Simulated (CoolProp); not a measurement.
Vapour-liquid equilibrium of ethane (1) + propane (2) at 241.3 K; x and y are mole fractions of (1).

Values from CoolProp's multi-fluid Helmholtz-energy mixture model, Bücker 2006 and Lemmon 2009; pair parameters Kunz 2012.

```csv
x,"bubble pressure, mixture model (MPa)","bubble pressure, Raoult's law (MPa)","y, mixture model","y, Raoult's law"
0.05,0.1937,0.1985,0.225,0.253
0.125,0.2500,0.2622,0.435,0.480
0.2,0.3065,0.3260,…,0.617
0.275,…,0.3898,0.665,0.710
0.35,0.4221,0.4535,0.735,0.776
0.425,…,0.5173,0.791,0.827
0.5,0.5438,0.5811,0.835,0.866
0.575,0.6075,0.6448,0.872,0.897
0.65,0.6732,0.7086,0.903,0.923
0.725,0.7411,0.7724,0.930,0.944
0.8,0.8109,0.8362,0.952,0.963
0.875,0.8827,0.8999,0.972,0.978
0.95,0.9562,0.9637,0.990,0.992
```

### Question
Complete the blanks.

### Answer

- 0.2, y, mixture model: 0.570
- 0.275, bubble pressure, mixture model (MPa): 0.3637
- 0.425, bubble pressure, mixture model (MPa): 0.4820

The largest gap from Raoult's law is -6.9 % in bubble pressure, at x = 0.35. No azeotrope shows between x = 0.05 and 0.95.

Pair parameters are fitted to limited data, so mixtures are less certain than the pure fluids.
